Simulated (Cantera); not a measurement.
An isothermal, constant-pressure homogeneous reactor starts with CH₄ : H₂O : H₂ = 1 : 1.1 : 0.17 (molar parts), at 1375 K and 13300 Pa.

Detailed kinetics in Cantera: GRI-Mech 3.0 (53 species, 325 reactions).

### Question
Predict: x(CH₄) at 20.0 s; x(H₂O) at 20.0 s; x(H₂) at 20.0 s; x(CH₂O) at 20.0 s; x(C₂H₂) at 20.0 s.

### Answer
| Property | Value |
|---|---|
| x(CH₄) at 20.0 s | 0.241 (gas-phase equilibrium 1.87e-6) |
| x(H₂O) at 20.0 s | 0.412 (gas-phase equilibrium 0.0204) |
| x(H₂) at 20.0 s | 0.275 (gas-phase equilibrium 0.745) |
| x(CH₂O) at 20.0 s | 2.12e-7 (gas-phase equilibrium 1.05e-8) |
| x(C₂H₂) at 20.0 s | 0.0635 (gas-phase equilibrium 3.48e-11) |
